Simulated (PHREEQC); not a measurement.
A solution holds 0.0083 mol/kgw CaSO4, 0.00082 mol/kgw CO2 and 0.0011 mol/kgw H4SiO4, at 25 °C. Closed to the air; pH follows from the charge balance.

Computed with PHREEQC (ion-association model, phreeqc.dat).

### Question
The ionic strength comes out as 0.0248 mol/kgw. What activity coefficients do H+, CaHCO3+, Ca+2, HCO3-, HSO4- get?

### Answer
H+ 0.88, CaHCO3+ 0.87, Ca+2 0.56, HCO3- 0.86, HSO4- 0.86.

Precipitation was switched off in this run. The solution is supersaturated, for example in Quartz (slow to form), Chalcedony (slow to form), so a real one may precipitate; this is no full list.
